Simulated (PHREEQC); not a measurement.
PHREEQC input (ion-association model, phreeqc.dat):

```
SOLUTION 0
  temp 25
  units mmol/kgw
  pH 7 charge
  Cl 24.01
  Ca 12
  O(0) 1 O2(g) -0.68
SOLUTION 1-30
  temp 25
  units mmol/kgw
  pH 7 charge
  Cl 8.41
  Na 8.4
  S(6) 43
  Mg 43
  O(0) 1 O2(g) -0.68
END
EXCHANGE 1-30
  X 0.026
  -equilibrate 1
END
SELECTED_OUTPUT 1
  -reset false
  -pH true
  -pe true
  -ionic_strength true
  -water true
  -step true
  -totals Ca Cl Mg Na S S(-2) S(6)
  -molalities MgX2 NaX CaX2
  -saturation_indices Gypsum Halite
PRINT
  -reset false
TRANSPORT
  -cells 30
  -shifts 150
  -lengths 0.0333333
  -time_step 60
  -dispersivities 0.035
  -boundary_conditions flux flux
  -correct_disp true
  -punch_cells 30
  -punch_frequency 5
END
```

Selected output (columns that matter, 12 of 31 rows; pore volumes added in front):

```
pore volumes	pH	mu	Ca	Cl	Mg	Na	S	m_MgX2	m_NaX	m_CaX2	si_Gypsum	si_Halite
0	5.3603	0.10318	0	0.00841	0.043	0.0084	0.043	0.012665	0.00067027	0	-1000	-5.9621
0.5167	5.3591	0.10271	2.8444e-07	0.0085256	0.042757	0.0083629	0.042681	0.012665	0.00066874	1.5187e-07	-4.6408	-5.9577
0.85	5.3006	0.082927	7.1007e-05	0.013317	0.032857	0.006401	0.029475	0.01267	0.00056329	4.8453e-05	-2.307	-5.8603
1.35	5.116	0.04307	0.00064957	0.022419	0.014203	0.001473	0.0043846	0.012018	0.00016452	0.0009	-1.8719	-6.2172
1.85	5.0657	0.036437	0.0037043	0.02391	0.0084424	0.00015647	0.00027476	0.0076547	1.7106e-05	0.0053367	-2.2286	-7.1504
2.35	5.0621	0.036028	0.0089045	0.024006	0.0030999	1.0905e-05	1.1998e-05	0.0023409	1.0832e-06	0.010659	-3.1806	-8.3046
2.6833	5.0619	0.036012	0.010772	0.02401	0.0012283	1.639e-06	1.345e-06	0.00087249	1.5788e-07	0.012127	-4.0401	-9.1276
3.1833	5.0619	0.03601	0.011738	0.02401	0.00026224	8.7438e-08	4.6408e-08	0.00018071	8.2954e-09	0.012819	-5.4607	-10.4
3.6833	5.0619	0.03601	0.011949	0.02401	5.1476e-05	4.394e-09	1.5073e-09	3.5241e-05	4.1552e-10	0.012965	-6.9404	-11.699
4.1833	5.0619	0.03601	0.01199	0.02401	9.6592e-06	2.1334e-10	4.7257e-11	6.6044e-06	2.0161e-11	0.012993	-8.4424	-13.013
4.5167	5.0619	0.03601	0.011997	0.02401	3.1131e-06	2.8045e-11	4.6405e-12	2.1281e-06	2.6501e-12	0.012998	-9.4501	-13.894
5.0167	5.0619	0.03601	0.011999	0.02401	5.594e-07	1.3204e-12	1.4105e-13	3.8238e-07	1.2477e-13	0.013	-10.967	-15.221
```
